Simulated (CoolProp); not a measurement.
Propylene at 382.25 K and 3.77 MPa is compressed adiabatically to 6.47 MPa with isentropic efficiency 0.7. Each further row changes one setting.

The numbers come from the reference Helmholtz-energy equation of state, Lemmon 2013 in CoolProp.

```tsv
case	work (kJ/kg)	final temperature (K)	final density (kg/m³)
as stated	[?]	[?]	[?]
efficiency 1	[?]	[?]	125
efficiency 0.65	[?]	422.3	[?]
```

Task: Fill in the missing entries.

Result: 
- as stated, work (kJ/kg): 40.3
- as stated, final temperature (K): 421.3
- as stated, final density (kg/m³): 121
- efficiency 1, work (kJ/kg): 28.2
- efficiency 1, final temperature (K): 417.5
- efficiency 0.65, work (kJ/kg): 43.4
- efficiency 0.65, final density (kg/m³): 120
